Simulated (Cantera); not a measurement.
A closed system holds: 1 mol PbO, 1.8 mol H₂, 1.1 mol H₂O, equilibrated at 0.580 bar.

Cantera equilibrium calculation (NASA polynomials, part measured and part estimated; ideal gas, pure solids and liquids). Candidate condensed phases: H₂O, Pb, PbO, PbO₂, Pb₃O₄; 12 gas species. Gases not in the tables: (PbO)n polymers. Equilibrium is a limit: real reactors are often held back by kinetics, nucleation or transport.

Task: At 2173 K, list the 6 most abundant gas species with their mole fractions, and the condensed phases.

Result: H₂O 0.531, Pb 0.250, H₂ 0.209, PbO 0.00520, H 0.00290, OH 0.000986. Condensed: gas only.
